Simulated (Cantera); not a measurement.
An adiabatic, constant-pressure homogeneous reactor starts with 26.5 % CO, 1.33 % H₂, 12.7 % O₂, 47.5 % N₂, 11.9 % CO₂, at 950 K and 590000 Pa.

Cantera simulation using GRI-Mech 3.0 (53 species, 325 reactions); the numbers are that mechanism's predictions, not measurements. The hydrogen kinetics of GRI-Mech 3.0 are dated; newer H2 mechanisms differ, most at raised pressure.

Task: Predict: time of steepest temperature rise; temperature at 0.400 s; equilibrium temperature; x(CO) at 0.400 s; x(H₂) at 0.400 s; x(O₂) at 0.400 s; x(NO) at 0.400 s; x(HO₂) at 0.400 s; x(NO₂) at 0.400 s.

Result: 
| Property | Value |
|---|---|
| time of steepest temperature rise | 19.6 ms |
| temperature at 0.400 s | 2533 K |
| equilibrium temperature | 2533 K |
| x(CO) at 0.400 s | 0.0602 (gas-phase equilibrium 0.0602) |
| x(H₂) at 0.400 s | 0.000348 (gas-phase equilibrium 0.000348) |
| x(O₂) at 0.400 s | 0.0127 (gas-phase equilibrium 0.0127) |
| x(NO) at 0.400 s | 0.00493 (gas-phase equilibrium 0.00493) |
| x(HO₂) at 0.400 s | 1.09e-6 (gas-phase equilibrium 1.09e-6) |
| x(NO₂) at 0.400 s | 2.52e-6 (gas-phase equilibrium 2.52e-6) |
